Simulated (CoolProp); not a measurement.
Ethylene along the isotherm 176.85 °C: Z from the reference equation and from simpler models built on Tc = 9.2 °C, pc = 50.42 bar, ω = 0.087; each cubic takes its own stable root.

The numbers come from the reference Helmholtz-energy equation of state, Smukala 2000 in CoolProp.

```json
[
 {"p (bar)": "38.8", "phase": "gas", "reference": "0.9486", "van der Waals": "0.9321", "Soave-Redlich-Kwong": "0.9544", "Peng-Robinson": "0.9388"},
 {"p (bar)": "77.6", "phase": "supercritical", "reference": "0.9036", "van der Waals": "0.8669", "Soave-Redlich-Kwong": "0.9185", "Peng-Robinson": "0.8908"},
 {"p (bar)": "116", "phase": "supercritical", "reference": "0.8698", "van der Waals": "0.8156", "Soave-Redlich-Kwong": "0.8955", "Peng-Robinson": "0.8591"},
 {"p (bar)": "155", "phase": "supercritical", "reference": "0.8505", "van der Waals": "0.7930", "Soave-Redlich-Kwong": "0.8870", "Peng-Robinson": "0.8439"},
 {"p (bar)": "194", "phase": "supercritical", "reference": "0.8480", "van der Waals": "0.8057", "Soave-Redlich-Kwong": "0.8927", "Peng-Robinson": "0.8441"},
 {"p (bar)": "233", "phase": "supercritical", "reference": "0.8609", "van der Waals": "0.8435", "Soave-Redlich-Kwong": "0.9103", "Peng-Robinson": "0.8564"},
 {"p (bar)": "271", "phase": "supercritical", "reference": "0.8848", "van der Waals": "0.8939", "Soave-Redlich-Kwong": "0.9359", "Peng-Robinson": "0.8771"},
 {"p (bar)": "310", "phase": "supercritical", "reference": "0.9177", "van der Waals": "0.9529", "Soave-Redlich-Kwong": "0.9684", "Peng-Robinson": "0.9044"},
 {"p (bar)": "349", "phase": "supercritical", "reference": "0.9563", "van der Waals": "1.016", "Soave-Redlich-Kwong": "1.005", "Peng-Robinson": "0.9360"},
 {"p (bar)": "388", "phase": "supercritical", "reference": "0.9987", "van der Waals": "1.081", "Soave-Redlich-Kwong": "1.045", "Peng-Robinson": "0.9707"},
 {"p (bar)": "427", "phase": "supercritical", "reference": "1.044", "van der Waals": "1.148", "Soave-Redlich-Kwong": "1.087", "Peng-Robinson": "1.007"},
 {"p (bar)": "465", "phase": "supercritical", "reference": "1.089", "van der Waals": "1.214", "Soave-Redlich-Kwong": "1.129", "Peng-Robinson": "1.045"},
 {"p (bar)": "504", "phase": "supercritical", "reference": "1.137", "van der Waals": "1.281", "Soave-Redlich-Kwong": "1.173", "Peng-Robinson": "1.084"}
]
```
